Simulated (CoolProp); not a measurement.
Vapour-liquid equilibrium of acetone (1) + dimethyl carbonate (2) at 419.3 K; x and y are mole fractions of (1).

Values from CoolProp's multi-fluid Helmholtz-energy mixture model, Lemmon 2006 and Zhou 2011; pair parameters Bell 2016.

```
x      bubble pressure (MPa)  y at the bubble point  dew pressure at overall composition x (MPa)  liquid density (mol/L)
-----  ---------------------  ---------------------  -------------------------------------------  ----------------------
0.05                  0.4912                  0.106                                       0.4734                   9.915
0.125                 0.5377                  0.238                                       0.4974                   9.983
0.2                   0.5823                  0.346                                       0.5237                   10.05
0.275                 0.6256                  0.440                                       0.5524                   10.12
0.35                  0.6682                  0.522                                       0.5839                   10.19
0.425                 0.7106                  0.595                                       0.6185                   10.26
0.5                   0.7532                  0.662                                       0.6566                   10.33
0.575                 0.7962                  0.723                                       0.6987                   10.40
0.65                  0.8400                  0.780                                       0.7453                   10.47
0.725                 0.8848                  0.834                                       0.7974                   10.54
0.8                   0.9306                  0.883                                       0.8560                   10.61
0.875                 0.9775                  0.930                                       0.9227                   10.67
0.95                   1.026                  0.973                                       0.9997                   10.73
```

No azeotrope shows between x = 0.05 and 0.95.

Pair parameters are fitted to limited data, so mixtures are less certain than the pure fluids. The gap from Raoult's law changes sign with composition, which may be real or a fault of the pair parameters; it wasn't checked against measurements.
